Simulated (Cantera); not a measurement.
A perfectly stirred reactor is fed with NH3 : N2 = 1 : 3.1 (molar parts), at 30.0 Torr; it is held at 2048 K, and followed from long to short residence time.

Model: the gas-phase N/H chemistry of the illustrative SiF4/NH3 mechanism in the Surface Chemkin manual (1991), integrated in Cantera. Walls and surfaces, which speed up NH3 decomposition in real reactors, are not modelled.

What does this change do: pressure from 30.0 Torr to 20.0 Torr?


```tsv
quantity	before	after
x(NH3) at τ = 13.0 s	0.00708	0.00982
x(NH2) at τ = 13.0 s	6.49e-5	8.31e-5
x(H2) at τ = 13.0 s	0.285	0.282
x(N2H4) at τ = 13.0 s	5.32e-11	5.83e-11
x(N) at τ = 13.0 s	1.70e-6	1.84e-6
x(NH3) at τ = 35.0 ms	0.220	0.226
x(NH2) at τ = 35.0 ms	0.000860	0.000944
x(H2) at τ = 35.0 ms	0.0278	0.0213
x(N2H4) at τ = 35.0 ms	9.36e-9	7.52e-9
x(N) at τ = 35.0 ms	6.56e-7	5.68e-7
```

What does this change do: temperature 2048 to 2225 K?


```
quantity                  before     after
----------------------  --------  --------
x(NH3) at τ = 13.0 s     0.00708  0.000348
x(NH2) at τ = 13.0 s     6.49e-5   2.15e-5
x(H2) at τ = 13.0 s        0.285     0.290
x(N2H4) at τ = 13.0 s   5.32e-11  1.67e-12
x(N) at τ = 13.0 s       1.70e-6   1.14e-5
x(NH3) at τ = 35.0 ms      0.220     0.165
x(NH2) at τ = 35.0 ms   0.000860   0.00123
x(H2) at τ = 35.0 ms      0.0278    0.0934
x(N2H4) at τ = 35.0 ms   9.36e-9   5.47e-9
x(N) at τ = 35.0 ms      6.56e-7   4.15e-6
```
